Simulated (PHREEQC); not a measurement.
0.011 g of hydrous ferric oxide (600 m²/g; 0.2 weak and 0.005 strong sites per Fe, Dzombak-Morel constants, diffuse double layer) in 1 kg of water with 0.005 mol/kgw of an inert sodium salt, at 25 °C; the pH is set by adding NaOH or the inert anion's acid. Oxygen alone is held at its pressure in air (log pO2 = -0.68). CO2 from the air is kept out. Nothing may precipitate in this run.

Model: ion-association model, wateq4f.dat, run in PHREEQC.

Question: Predict surface charge σ (C/m²) at pH = 4, 8, 10.5, 12.

Answer: 
| pH | surface charge σ (C/m²) |
|---|---|
| 4 | 0.182 |
| 8 | 0.001 |
| 10.5 | -0.050 |
| 12 | -0.215 |
